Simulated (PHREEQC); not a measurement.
NaCl is added in steps, without added water, to 1 kg of water holding 0.2 mol/kgw TMAH and 8.5e-05 mol/kgw Na2CO3, at 25 °C. O2 is buffered at 0.21 atm. CO2 from the air is kept out. The run lets Halite, Nahcolite, Natron precipitate or redissolve, and no other solid.

Base run: PHREEQC, ion-association model, wateq4f.dat. Each further column changes one thing. The table gives pH.

```
NaCl added (mol)   base  Debye-Hückel limiting law  Davies equation for every ion  all activity coefficients set to 1
----------------  -----  -------------------------  -----------------------------  ----------------------------------
0                 13.15                      13.08                          13.18                               13.30
0.0125            13.15                      13.07                          13.18                               13.30
0.025             13.15                      13.06                          13.17                               13.30
0.0375            13.14                      13.06                          13.17                               13.30
0.05              13.14                      13.05                          13.17                               13.30
0.0625            13.14                      13.04                          13.17                               13.30
0.075             13.14                      13.04                          13.17                               13.30
0.0875            13.14                      13.03                          13.17                               13.30
0.1               13.13                      13.03                          13.17                               13.30
```

(CH3)4N+ isn't in the database: it is added as a free cation with an ion size of 4 Å.
